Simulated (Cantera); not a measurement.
Thermodynamics of silicon etching in halogen gases, feed Si + F₂

Input: 1 mol Si, 2.8 mol F₂, at 1198 K and 0.240 bar.

These are equilibrium values from Cantera (NASA tables, ideal gas, pure condensed phases), not measurements of a reactor. Candidate condensed phases: Si; 9 gas species. The numbers say what is thermodynamically allowed, not how fast it happens.

* **x(SiF₄)**: 0.443
* **x(F)**: 0.404
* **x(F₂)**: 0.152
* **gas amount**: 2.256 mol
* **log10 activity of Si(s) (absent)**: -61.01
